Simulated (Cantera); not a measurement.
A closed system holds: 1 mol SrCl2, 1.1 mol HCl, 0.15 mol H2, at 8000 Pa.

Cantera equilibrium calculation (NASA polynomials, part measured and part estimated; ideal gas, pure solids and liquids). Candidate condensed phases: Sr, SrCl2; 8 gas species. Equilibrium is a limit: real reactors are often held back by kinetics, nucleation or transport.

x: gas mole fraction; n: condensed amount in mol.

```json
[
 {"T (K)": "1048", "x HCl": "0.880", "x H2": "0.120", "x SrCl2": "1.55e-7", "x Cl": "6.34e-8", "n SrCl2(s)": "1.00", "n SrCl2(l)": "0"},
 {"T (K)": "1098", "x HCl": "0.880", "x H2": "0.120", "x SrCl2": "8.43e-7", "x Cl": "1.99e-7", "n SrCl2(s)": "1.000", "n SrCl2(l)": "0"},
 {"T (K)": "1148", "x HCl": "0.880", "x H2": "0.120", "x SrCl2": "3.89e-6", "x Cl": "5.67e-7", "n SrCl2(s)": "0", "n SrCl2(l)": "1.000"},
 {"T (K)": "1198", "x HCl": "0.880", "x H2": "0.120", "x SrCl2": "…", "x Cl": "…", "n SrCl2(s)": "0", "n SrCl2(l)": "1.000"},
 {"T (K)": "1248", "x HCl": "0.880", "x H2": "0.120", "x SrCl2": "…", "x Cl": "…", "n SrCl2(s)": "0", "n SrCl2(l)": "1.000"},
 {"T (K)": "1298", "x HCl": "0.880", "x H2": "0.120", "x SrCl2": "0.000147", "x Cl": "8.12e-6", "n SrCl2(s)": "0", "n SrCl2(l)": "1.000"},
 {"T (K)": "1348", "x HCl": "0.880", "x H2": "0.120", "x SrCl2": "0.000405", "x Cl": "1.73e-5", "n SrCl2(s)": "0", "n SrCl2(l)": "0.999"},
 {"T (K)": "1398", "x HCl": "0.879", "x H2": "0.120", "x SrCl2": "0.00103", "x Cl": "3.50e-5", "n SrCl2(s)": "0", "n SrCl2(l)": "0.999"},
 {"T (K)": "1448", "x HCl": "0.878", "x H2": "0.120", "x SrCl2": "0.00244", "x Cl": "6.74e-5", "n SrCl2(s)": "0", "n SrCl2(l)": "0.997"},
 {"T (K)": "1498", "x HCl": "0.875", "x H2": "0.119", "x SrCl2": "0.00542", "x Cl": "0.000124", "n SrCl2(s)": "0", "n SrCl2(l)": "0.993"},
 {"T (K)": "1548", "x HCl": "0.870", "x H2": "0.119", "x SrCl2": "0.0114", "x Cl": "0.000219", "n SrCl2(s)": "0", "n SrCl2(l)": "0.986"}
]
```

Q: What belongs in the gaps?

A: 
- 1248, x SrCl2: 4.87e-5
- 1248, x Cl: 3.59e-6
- 1198, x SrCl2: 1.46e-5
- 1198, x Cl: 1.48e-6
